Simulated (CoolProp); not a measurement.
A simple Rankine cycle with isobutane: condensing at 291.15 K, boiler at 2.67 MPa, turbine inlet 429.7 K, turbine efficiency 0.75, pump efficiency 0.6, no recuperator. Each further row changes one setting.

Model: reference Helmholtz-energy equation of state, Bücker 2006, in CoolProp.

| case | thermal efficiency (%) | net work (kJ/kg) | heat in (kJ/kg) | turbine exit temperature (K) | volume ratio over the turbine |
|---|---|---|---|---|---|
| as stated | 13.5 | 75.4 | 558 | 369.1 | (withheld) |
| turbine inlet 449.7 K | 13.4 | (withheld) | 612 | 391.6 | (withheld) |
| condensing temperature 283.15 K | (withheld) | 84.5 | 577 | 363.8 | 13.2 |
| boiler pressure 1.87 MPa | 11.9 | 68.9 | 580 | 382.6 | 6.77 |
| turbine efficiency 0.65 | 11.5 | (withheld) | 558 | 374.4 | (withheld) |

**Question.** What belongs in the gaps?

**Answer.** 
- as stated, volume ratio over the turbine: 10.4
- turbine inlet 449.7 K, net work (kJ/kg): 82.1
- turbine inlet 449.7 K, volume ratio over the turbine: 9.96
- condensing temperature 283.15 K, thermal efficiency (%): 14.6
- turbine efficiency 0.65, net work (kJ/kg): 64.4
- turbine efficiency 0.65, volume ratio over the turbine: 10.5
